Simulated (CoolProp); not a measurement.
Vapour-liquid equilibrium of dimethyl ether (1) + chloromethane (R40) (2) at 371.8 K; x and y are mole fractions of (1).

Values from CoolProp's multi-fluid Helmholtz-energy mixture model, Wu 2011 and Thol 2014; pair parameters Bell 2016.

```csv
x,"bubble pressure, mixture model (kPa)","bubble pressure, Raoult's law (kPa)","y, mixture model","y, Raoult's law"
0.05,3142,3165,0.046,0.051
0.15,3107,3170,___,0.152
0.25,___,3174,0.242,0.253
0.35,3064,3179,0.345,0.353
0.45,3057,3183,0.449,0.453
0.55,3060,3187,0.554,0.553
0.65,___,3192,___,0.653
0.75,3099,3196,___,0.753
0.85,3134,3201,0.859,0.852
0.95,3181,3205,0.954,0.951
```

Problem. Complete the blanks.

Solution. 
- 0.15, y, mixture model: 0.143
- 0.25, bubble pressure, mixture model (kPa): 3080
- 0.65, bubble pressure, mixture model (kPa): 3074
- 0.65, y, mixture model: 0.658
- 0.75, y, mixture model: 0.760

The largest gap from Raoult's law is -4.0 % in bubble pressure, at x = 0.55. y crosses x between x = 0.45 and 0.55: the model has an azeotrope there.

Pair parameters are fitted to limited data, so mixtures are less certain than the pure fluids.
